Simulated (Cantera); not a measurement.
An adiabatic, constant-volume homogeneous reactor starts with CH₄ : O₂ : N₂ = 1 : 2.25 : 27 (molar parts), equivalence ratio 0.89, at 1600 K and 0.670 bar.

Cantera simulation using GRI-Mech 3.0 (53 species, 325 reactions); the numbers are that mechanism's predictions, not measurements.

x: mole fraction; the columns are a selection and need not sum to one.

```tsv
t (s)	T (K)	P (bar)	x CH₄	x O₂	x HCN	x CO₂	x NO₂	x C₂H	x C₂H₆
5.00e-6	1600	0.670	0.0331	0.0744	<1e-12	<1e-12	<1e-12	<1e-12	2.43e-12
1.38e-5	1600	0.670	0.0331	0.0744	<1e-12	1.60e-11	<1e-12	<1e-12	7.68e-11
3.82e-5	1600	0.670	0.0331	0.0744	<1e-12	2.05e-10	<1e-12	<1e-12	2.04e-9
0.000106	1600	0.670	0.0330	0.0744	<1e-12	3.39e-9	<1e-12	<1e-12	5.45e-8
0.000292	1600	0.670	0.0330	0.0743	<1e-12	9.26e-8	<1e-12	<1e-12	1.77e-6
0.000809	1602	0.671	0.0321	0.0739	3.79e-12	6.00e-6	<1e-12	1.84e-12	8.02e-5
0.00224	2278	0.966	<1e-12	0.0137	4.46e-12	0.0221	…	<1e-12	<1e-12
0.00618	2394	1.01	<1e-12	0.0106	8.96e-12	0.0271	…	<1e-12	<1e-12
0.0171	2395	1.01	<1e-12	0.0100	1.22e-11	0.0272	…	<1e-12	<1e-12
0.0473	2391	1.01	<1e-12	0.00936	1.66e-11	0.0272	…	<1e-12	<1e-12
0.131	2389	1.01	<1e-12	0.00901	1.89e-11	0.0272	8.50e-7	<1e-12	<1e-12
0.362	2388	1.01	<1e-12	0.00899	1.90e-11	0.0272	8.58e-7	<1e-12	<1e-12
1.00	2388	1.01	<1e-12	0.00899	1.90e-11	0.0272	8.58e-7	<1e-12	<1e-12
```

Q: Some entries are withheld; supply them.

A: 
- 0.00224, x NO₂: 2.09e-8
- 0.00618, x NO₂: 1.55e-7
- 0.0171, x NO₂: 3.84e-7
- 0.0473, x NO₂: 6.99e-7
